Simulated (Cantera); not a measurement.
Equilibrium for sublimation and decomposition of ceramics: SiC + Si + H2

Charge: 1 mol SiC, 0.34 mol Si, 0.28 mol H2, equilibrated at 11.3 Torr.

Equilibrium computed with Cantera from the NASA thermochemical tables; the gas is ideal and each condensed phase is pure. Candidate condensed phases: C, C6H6, C7H8, C8H18, Si, SiC; 87 gas species. Mutual solubility and eutectic melting of coexisting phases are not modelled. Gases not in the tables: Si2H6 and higher silanes. The numbers say what is thermodynamically allowed, not how fast it happens.

```json
[
 {"T (K)": "1850", "log p H2": "-1.83", "log p H": "-4.18", "log p Si": "-5.19", "log p SiH": "-6.11", "log p Si2C": "-7.05", "log p SiH2": "-6.20", "log p Si2": "-7.35", "log p Si3": "-7.98", "n Si(l)": "0.340", "n SiC(s)": "1.000"},
 {"T (K)": "1900", "log p H2": "-1.83", "log p H": "-4.01", "log p Si": "-4.90", "log p SiH": "-5.87", "log p Si2C": "-6.66", "log p SiH2": "-6.06", "log p Si2": "-6.99", "log p Si3": "-7.64", "n Si(l)": "0.340", "n SiC(s)": "1.000"},
 {"T (K)": "1950", "log p H2": "-1.83", "log p H": "-3.86", "log p Si": "-4.62", "log p SiH": "-5.65", "log p Si2C": "-6.28", "log p SiH2": "-5.93", "log p Si2": "-6.66", "log p Si3": "-7.32", "n Si(l)": "0.339", "n SiC(s)": "1.000"},
 {"T (K)": "2000", "log p H2": "-1.83", "log p H": "-3.70", "log p Si": "-4.36", "log p SiH": "-5.45", "log p Si2C": "-5.92", "log p SiH2": "-5.81", "log p Si2": "-6.35", "log p Si3": "-7.01", "n Si(l)": "0.339", "n SiC(s)": "1.000"},
 {"T (K)": "2050", "log p H2": "-1.83", "log p H": "-3.56", "log p Si": "-4.11", "log p SiH": "-5.25", "log p Si2C": "-5.58", "log p SiH2": "-5.69", "log p Si2": "-6.05", "log p Si3": "-6.72", "n Si(l)": "0.338", "n SiC(s)": "1.000"},
 {"T (K)": "2100", "log p H2": "-1.84", "log p H": "-3.43", "log p Si": "-3.87", "log p SiH": "-5.06", "log p Si2C": "-5.26", "log p SiH2": "-5.58", "log p Si2": "-5.76", "log p Si3": "-6.45", "n Si(l)": "0.337", "n SiC(s)": "1.000"},
 {"T (K)": "2150", "log p H2": "-1.85", "log p H": "-3.30", "log p Si": "-3.65", "log p SiH": "-4.88", "log p Si2C": "-4.96", "log p SiH2": "-5.48", "log p Si2": "-5.49", "log p Si3": "-6.19", "n Si(l)": "0.335", "n SiC(s)": "1.000"}
]
```
log p: log10 of the partial pressure in bar; n: condensed amount in mol.

From 1850 K to 2150 K the condensed part is Si(l) + SiC(s). The main Si-bearing gas is Si throughout.
